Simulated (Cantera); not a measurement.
Mixture: 4.47 % CH₄, 1.83 % H₂, 18.6 % O₂, 69.7 % N₂, 5.36 % H₂O, equivalence ratio 0.53, at 800000 Pa, adiabatic and at constant volume. Ignition delay is the time to a rise of 400 K.

Computed with Cantera and GRI-Mech 3.0 (53 species, 325 reactions).

Predict: delay at 1000 K; delay at 1100 K; delay at 1200 K; delay at 1300 K; delay at 1400 K; delay at 1500 K; delay at 1600 K; apparent activation energy between 1400 and 1600 K.


```
Quantity                                                Result
--------------------------------------------------  ----------
delay at 1000 K                                        21.9 ms
delay at 1100 K                                        2.82 ms
delay at 1200 K                                       0.605 ms
delay at 1300 K                                       0.213 ms
delay at 1400 K                                        96.2 µs
delay at 1500 K                                        48.2 µs
delay at 1600 K                                        25.7 µs
apparent activation energy between 1400 and 1600 K  120 kJ/mol
```
